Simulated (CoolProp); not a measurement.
Normal hydrogen along the isotherm -197.25 °C: fugacity coefficient from the reference equation and from simpler models built on Tc = -240.0 °C, pc = 1296 kPa, ω = -0.219; each cubic takes its own stable root.

Model: reference Helmholtz-energy equation of state, Leachman 2009, in CoolProp.

```csv
p (kPa),phase,reference
1620,supercritical,0.9731
3240,supercritical,0.9500
4860,supercritical,0.9319
6480,supercritical,0.9191
8100,supercritical,0.9114
9720,supercritical,0.9087
11300,supercritical,0.9103
13000,supercritical,0.9165
```

Q: How far does each simpler model (van der Waals, Soave-Redlich-Kwong, Peng-Robinson) lie from the reference over these 8 states: mean and median of the absolute difference, and the worst?

A: 
- van der Waals: mean 1.3 %, median 0.6 %, worst +4.2 % at -197.25 °C and 13000 kPa
- Soave-Redlich-Kwong: mean 3.2 %, median 3.6 %, worst -4.3 % at -197.25 °C and 13000 kPa
- Peng-Robinson: mean 10.1 %, median 10.8 %, worst -15.0 % at -197.25 °C and 13000 kPa
